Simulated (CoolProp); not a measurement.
Vapour-liquid equilibrium of m-xylene (1) + o-xylene (2) at 0.0465 MPa; x and y are mole fractions of (1).

Computed with CoolProp (multi-fluid Helmholtz-energy mixture model, Zhou 2012 and Zhou 2012; pair parameters Bell 2016).

**Question.** Give the bubble temperature and the first vapour's composition at x = 0.725, 0.875, 0.95. Is there an azeotrope?

**Answer.** x = 0.725: 113.5 °C, y = 0.755; x = 0.875: 112.8 °C, y = 0.890; x = 0.95: 112.5 °C, y = 0.956. No azeotrope shows between x = 0.05 and 0.95.

Pair parameters are fitted to limited data, so mixtures are less certain than the pure fluids.
